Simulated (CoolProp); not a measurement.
A simple Rankine cycle with R11: condensing at 312.15 K, boiler at 3.86 MPa, turbine inlet 499 K, turbine efficiency 0.6, pump efficiency 0.8, no recuperator. Each further row changes one setting.

Model: reference Helmholtz-energy equation of state, Jacobsen 1992, in CoolProp.

```json
[
 {"case": "as stated", "thermal efficiency (%)": "14.3", "net work (kJ/kg)": "37.5", "heat in (kJ/kg)": "262", "turbine exit temperature (K)": "390.1", "volume ratio over the turbine": "25.2"},
 {"case": "condensing temperature 304.15 K", "thermal efficiency (%)": "15.1", "net work (kJ/kg)": "40.7", "heat in (kJ/kg)": "270", "turbine exit temperature (K)": "384.6", "volume ratio over the turbine": "32.3"},
 {"case": "boiler pressure 2.7 MPa", "thermal efficiency (%)": "13.4", "net work (kJ/kg)": "37.1", "heat in (kJ/kg)": "276", "turbine exit temperature (K)": "411.4", "volume ratio over the turbine": "16.1"},
 {"case": "turbine efficiency 0.5", "thermal efficiency (%)": "11.7", "net work (kJ/kg)": "30.7", "heat in (kJ/kg)": "262", "turbine exit temperature (K)": "400.6", "volume ratio over the turbine": "25.9"}
]
```
